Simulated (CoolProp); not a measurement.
Vapour-liquid equilibrium of dimethyl ether (1) + isobutane (2) at 216.1 K; x and y are mole fractions of (1).

Model: multi-fluid Helmholtz-energy mixture model, Wu 2011 and Bücker 2006; pair parameters Bell 2016, in CoolProp.

```csv
x,"bubble pressure, mixture model (MPa)","bubble pressure, Raoult's law (MPa)","y, mixture model","y, Raoult's law"
0.05,0.01255,0.01153,0.156,0.084
0.125,0.01431,0.01216,0.311,0.200
0.2,0.01570,0.01278,0.415,0.304
0.275,0.01678,0.01341,[?],0.399
0.35,0.01763,0.01403,0.549,0.485
0.425,0.01831,0.01465,0.597,0.564
0.5,0.01884,0.01528,0.640,0.636
0.575,0.01926,0.01590,0.680,0.703
0.65,[?],0.01652,0.720,0.764
0.725,0.01982,0.01715,[?],0.822
0.8,0.01994,0.01777,[?],0.875
0.875,0.01993,0.01840,0.866,0.924
0.95,0.01973,0.01902,[?],0.971
```

Problem. What belongs in the gaps?

Solution. 
- 0.275, y, mixture model: 0.490
- 0.65, bubble pressure, mixture model (MPa): 0.01959
- 0.725, y, mixture model: 0.762
- 0.8, y, mixture model: 0.809
- 0.95, y, mixture model: 0.938

The largest gap from Raoult's law is +25.7 % in bubble pressure, at x = 0.35. y crosses x between x = 0.8 and 0.875: the model has an azeotrope there.

The pair parameters rest on a limited set of measurements; away from them the model extrapolates.
